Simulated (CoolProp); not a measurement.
The numbers come from the reference Helmholtz-energy equation of state, Leachman 2009 in CoolProp.

### Question
For normal hydrogen, give the phase and the cv (kJ/(kg K)) at 25.1 K and 6.48 kPa; 25.1 K and 64.8 kPa.

### Answer
- 25.1 K and 6.48 kPa: gas; cv 6.19
- 25.1 K and 64.8 kPa: gas; cv 6.23
